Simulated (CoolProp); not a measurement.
A Linde-Hampson liquefier for oxygen: isothermal reversible compression at 290 K from 1 atm to 5 MPa, throttling to 1 atm, return gas leaving the recuperator 2 K below the feed. Each further row changes one setting.

Model: reference Helmholtz-energy equation of state, Schmidt 1985, in CoolProp.

| case | liquid yield per pass | compression work (kJ/kg of gas) |
|---|---|---|
| as stated | 0.027 | 291 |
| high pressure 10 MPa | 0.059 | 341 |
| warm-end temperature 320 K | 0.020 | 323 |
| warm-end gap 7 K | 0.016 | 291 |

Above 300 K oxygen's equation is extrapolated.
